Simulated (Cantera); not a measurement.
## Adiabatic ignition

An adiabatic, constant-volume homogeneous reactor starts with 25.2 % CH₃OH, 15.7 % O₂, 59.1 % N₂, equivalence ratio 2.4, at 1225 K and 6.70 bar.

Cantera simulation using GRI-Mech 3.0 (53 species, 325 reactions); the numbers are that mechanism's predictions, not measurements. GRI-Mech 3.0 was tuned for natural gas; its chemistry of methanol as a main component is partial and can be far from experiment.

| t (s) | T (K) | P (bar) | x CH₃OH | x O₂ | x CO | x CH₂ | x C₂H₄ |
|---|---|---|---|---|---|---|---|
| 3.00e-6 | 1225 | 6.70 | 0.252 | 0.157 | 6.76e-8 | 2.26e-10 | <1e-12 |
| 1.02e-5 | 1225 | 6.70 | 0.252 | 0.157 | 2.30e-7 | 2.26e-10 | <1e-12 |
| 3.44e-5 | 1225 | 6.70 | 0.252 | 0.157 | 7.84e-7 | 2.26e-10 | 2.98e-12 |
| 0.000116 | 1225 | 6.70 | 0.252 | 0.157 | 2.76e-6 | 2.26e-10 | 1.04e-11 |
| 0.000393 | 1225 | 6.70 | 0.251 | 0.157 | 1.40e-5 | 2.28e-10 | 3.27e-11 |
| 0.00133 | 2563 | 18.9 | 2.27e-11 | 4.97e-6 | 0.157 | 3.35e-11 | <1e-12 |
| 0.00451 | 2562 | 18.9 | 2.27e-11 | 4.94e-6 | 0.157 | 3.36e-11 | <1e-12 |
| 0.0152 | 2562 | 18.9 | 2.27e-11 | 4.94e-6 | 0.157 | 3.36e-11 | <1e-12 |
| 0.0516 | 2562 | 18.9 | 2.27e-11 | 4.94e-6 | 0.157 | 3.36e-11 | <1e-12 |
| 0.175 | 2562 | 18.9 | 2.27e-11 | 4.94e-6 | 0.157 | 3.36e-11 | <1e-12 |
| 0.591 | 2562 | 18.9 | 2.27e-11 | 4.94e-6 | 0.157 | 3.36e-11 | <1e-12 |
| 2.00 | 2562 | 18.9 | 2.27e-11 | 4.94e-6 | 0.157 | 3.36e-11 | <1e-12 |
x: mole fraction; the columns are a selection and need not sum to one.

- time of steepest temperature rise = 1.06 ms
- temperature at 2.00 s = 2562 K
- equilibrium temperature = 2562 K
- x(CH₃OH) at 2.00 s = 2.27e-11 (gas-phase equilibrium 2.33e-11)
- x(O₂) at 2.00 s = 4.94e-6 (gas-phase equilibrium 4.94e-6)
- x(CO) at 2.00 s = 0.157 (gas-phase equilibrium 0.157)
